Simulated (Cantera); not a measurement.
Input: 1 mol C₃H₈, 1.6 mol CO₂, at 36.0 mbar.

Method: chemical equilibrium by Gibbs-energy minimisation in Cantera with the NASA 1993 tables (ideal gas, pure condensed phases). Candidate condensed phases: C, C₆H₆, C₇H₈, C₈H₁₈, H₂O; 110 gas species. The numbers say what is thermodynamically allowed, not how fast it happens.

Task: At 1677 °C, list the 4 most abundant gas species with their mole fractions, and the condensed phases.

Result: H₂ 0.552, CO 0.443, H 0.00449, C₂H₂ (acetylene) 0.000302. Condensed: C(graphite).
